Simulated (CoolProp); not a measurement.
Vapour-liquid equilibrium of benzene (1) + octamethylcyclotetrasiloxane (D4) (2) at 50.35 °C; x and y are mole fractions of (1).

Computed with CoolProp (multi-fluid Helmholtz-energy mixture model, Thol 2012 and Thol 2015; pair parameters Bell 2016).

Task: Give the bubble pressure and the first vapour's composition at x = 0.55, 0.85, 0.95. Is there an azeotrope?

Result: x = 0.55: 0.02112 MPa, y = 0.984; x = 0.85: 0.03111 MPa, y = 0.996; x = 0.95: 0.03483 MPa, y = 0.999. No azeotrope shows between x = 0.05 and 0.95.

The pair parameters rest on a limited set of measurements; away from them the model extrapolates. The gap from Raoult's law changes sign with composition, which may be real or a fault of the pair parameters; it wasn't checked against measurements.
